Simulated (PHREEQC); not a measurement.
Dissolve 0.0045 mol/kgw NH3, 8.9e-05 mol/kgw Na2SiO3 and 0.0001 mol/kgw K2CO3 at 25 °C. Closed to the air; pH follows from the charge balance.

Equilibrium calculation in PHREEQC: ion-association model, wateq4f.dat.

| quantity | before | after |
|---|---|---|
| pH | 10.54 | 8.15 |
| ionic strength (mol/kgw) | 0.000663 | 0.0129 |
| NH3 (mol/kgw) | 0.00428 | 0.000609 |
| NH4+ (mol/kgw) | 0.000221 | 0.00839 |
| H3SiO4- (mol/kgw) | 7.47e-5 | 2.06e-6 |
| CO3-2 (mol/kgw) | 6.40e-5 | 9.14e-7 |
| SI of Quartz (SiO2) | -0.87 | -0.08 |

### Question
Which change was made?
(A) NH3 replaced by (NH4)2HPO4 at the same molality
(B) diluted 100-fold with water
(C) 0.00087 mol/kgw HCl added
(D) NH3 from 0.0045 to 0.009 mol/kgw
(E) K2CO3 from 0.0001 to 5e-05 mol/kgw

### Answer
A, NH3 replaced by (NH4)2HPO4 at the same molality

No solid was allowed to form. H3PO4, which wateq4f.dat lacks, is added to it with the constant of phreeqc.dat.
